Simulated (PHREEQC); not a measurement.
# Hard or scaling water (model solution)

Make-up at 70 °C: 11 mmol/kgw CaSO4, 0.069 mmol/kgw NaF and 1.6 mmol/kgw H4SiO4. It is in equilibrium with CO2 at log p = -3.4 (atm). Otherwise closed; pH follows from the charge balance.

All values are PHREEQC results (ion-association model, wateq4f.dat), not measurements.

This is a speciation only: nothing precipitates in the calculation.

Task: What pH, ionic strength does the model give?

Result: pH 5.88; ionic strength 0.0288 mol/kgw.

Task: In which forms is Ca present?

Result: Ca+2 65 %, CaSO4 35 % of the Ca.

The solution is supersaturated, for example in Quartz (slow to form), Chalcedony (slow to form), so a real one may precipitate; this is no full list. Species that the database lacks are ignored. Away from 25 °C the constants follow the database's enthalpies or fits; those with neither stay at their 25 °C values. SiF6-2 is the database's only silicon fluoride.
